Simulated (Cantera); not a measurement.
A Cantera script and its output.

```python
import numpy as np
import cantera as ct

gas = ct.Solution("gri30.yaml")
gas.TPX = 2025, 13332, {'NO': 1, 'N2': 3}
reactor = ct.IdealGasConstPressureReactor(gas, energy="off", clone=False)
net = ct.ReactorNet([reactor])
net.rtol, net.atol = 1e-08, 1e-18
show = ['NO', 'N2', 'NO2', 'O', 'N2O']
times = np.geomspace(0.0004, 300, 12)

steps = ct.SolutionArray(gas, extra=["t"])
rows = []
print(f"{'t/s':>10s}{'T/K':>9s}{'P/Pa':>11s}" + "".join(f"{s:>11s}" for s in show))
for t in times:
    while net.time < t:
        t_next = net.step()
        steps.append(gas.state, t=t_next)
    rows.append([np.interp(t, steps.t, y) for y in (steps.T, steps.P, *steps(*show).X.T)])
    print(f"{t:10.3e}{rows[-1][0]:9.1f}{rows[-1][1]:11.4g}" + "".join(f"{x:11.3e}" for x in rows[-1][2:]))
rate = np.gradient(steps.T, steps.t)
print("integrator steps:", len(steps.t))
if steps.T.max() > steps.T[0] + 200:
    print(f"time of steepest temperature rise: {steps.t[rate.argmax()]:.4e} s")
gas.TPX = 2025, 13332, {'NO': 1, 'N2': 3}
gas.equilibrate("TP")
print(f"equilibrium (TP): T = {gas.T:.1f} K  " + "  ".join(f"{s} {gas[s].X[0]:.3e}" for s in show))
```

It prints:

```
       t/s      T/K       P/Pa         NO         N2        NO2          O        N2O
 4.000e-04   2025.0  1.333e+04  2.500e-01  7.500e-01  2.507e-07  4.721e-06  4.291e-06
 1.368e-03   2025.0  1.333e+04  2.500e-01  7.500e-01  1.780e-06  1.751e-05  1.229e-05
 4.680e-03   2025.0  1.333e+04  2.499e-01  7.500e-01  8.565e-06  6.867e-05  2.472e-05
 1.601e-02   2025.0  1.333e+04  2.494e-01  7.502e-01  1.922e-05  1.576e-04  2.820e-05
 5.476e-02   2025.0  1.333e+04  2.478e-01  7.510e-01  2.184e-05  1.785e-04  2.758e-05
 1.873e-01   2025.0  1.333e+04  2.421e-01  7.539e-01  2.666e-05  2.148e-04  2.598e-05
 6.407e-01   2025.0  1.333e+04  2.208e-01  7.644e-01  3.753e-05  3.127e-04  2.092e-05
 2.191e+00   2025.0  1.333e+04  1.494e-01  8.001e-01  4.430e-05  5.177e-04  9.006e-06
 7.496e+00   2025.0  1.333e+04  3.537e-02  8.570e-01  1.522e-05  7.317e-04  5.855e-07
 2.564e+01   2025.0  1.333e+04  7.048e-03  8.711e-01  3.228e-06  7.752e-04  1.440e-07
 8.771e+01   2025.0  1.333e+04  6.576e-03  8.714e-01  3.015e-06  7.759e-04  1.417e-07
 3.000e+02   2025.0  1.333e+04  6.576e-03  8.714e-01  3.015e-06  7.759e-04  1.417e-07
integrator steps: 1033
equilibrium (TP): T = 2025.0 K  NO 6.576e-03  N2 8.714e-01  NO2 3.015e-06  O 7.759e-04  N2O 1.417e-07
```

Cantera simulation using GRI-Mech 3.0 (53 species, 325 reactions); the numbers are that mechanism's predictions, not measurements.
